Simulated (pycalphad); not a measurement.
CALPHAD calculation (pycalphad, COST 507 light-alloy database (1999)), 1 atm. These are 1990s assessments: newer ones move some temperatures and phases. Amounts are mole fractions of atoms.

### Question
Give the equilibrium state of Al-16.12Si (at.%) at 552 °C.

### Answer
```
T = 825.00 K, P = 101325 Pa, N = 1 mol of atoms
G = -30174 J/mol, H = 14736 J/mol, S = 54.44 J/(mol K)  (SER reference)
chemical potentials (J/mol): Al -31644, Si -22524
phase             fraction      x(Al)      x(Si)
FCC_A1              0.8491     0.9879     0.0121
DIAMOND_A4          0.1509   5.52e-07     1.0000
```

### Question
Give the equilibrium state of Al-16.12Si (at.%) at 602 °C.

### Answer
```
T = 875.00 K, P = 101325 Pa, N = 1 mol of atoms
G = -33337 J/mol, H = 30101 J/mol, S = 72.50 J/(mol K)  (SER reference)
chemical potentials (J/mol): Al -35001, Si -24679
phase             fraction      x(Al)      x(Si)
LIQUID              0.9708     0.8641     0.1359
DIAMOND_A4          0.0292   1.32e-06     1.0000
```

FCC_A1 is fcc; DIAMOND_A4 is diamond (Si).
